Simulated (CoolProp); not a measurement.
A single-stage vapour-compression cycle with ammonia: evaporating at 233.15 K (dew point), condensing at 301.15 K (bubble point), superheat 0 K, subcooling 2 K, compressor efficiency 0.85, no pressure losses. Each further row changes one setting.

The numbers come from the reference Helmholtz-energy equation of state, Gao 2020 in CoolProp.

```json
[
 {"case": "as stated", "cooling COP": "2.18", "pressure ratio": "15.3", "discharge temperature (K)": "464.4", "refrigerating effect (kJ/kg)": "1090", "volumetric capacity (kJ/m³)": "699"},
 {"case": "evaporating temperature 238.15 K", "cooling COP": "2.47", "pressure ratio": "11.8", "discharge temperature (K)": "445.4", "refrigerating effect (kJ/kg)": "1090", "volumetric capacity (kJ/m³)": "899"},
 {"case": "condensing temperature 296.15 K", "cooling COP": "2.41", "pressure ratio": "13.2", "discharge temperature (K)": "448.5", "refrigerating effect (kJ/kg)": "1110", "volumetric capacity (kJ/m³)": "714"},
 {"case": "subcooling 7 K", "cooling COP": "2.23", "pressure ratio": "15.3", "discharge temperature (K)": "464.4", "refrigerating effect (kJ/kg)": "1110", "volumetric capacity (kJ/m³)": "714"},
 {"case": "superheat 10 K", "cooling COP": "2.13", "pressure ratio": "15.3", "discharge temperature (K)": "482.2", "refrigerating effect (kJ/kg)": "1110", "volumetric capacity (kJ/m³)": "681"},
 {"case": "compressor efficiency 0.75", "cooling COP": "1.92", "pressure ratio": "15.3", "discharge temperature (K)": "490.9", "refrigerating effect (kJ/kg)": "1090", "volumetric capacity (kJ/m³)": "699"}
]
```
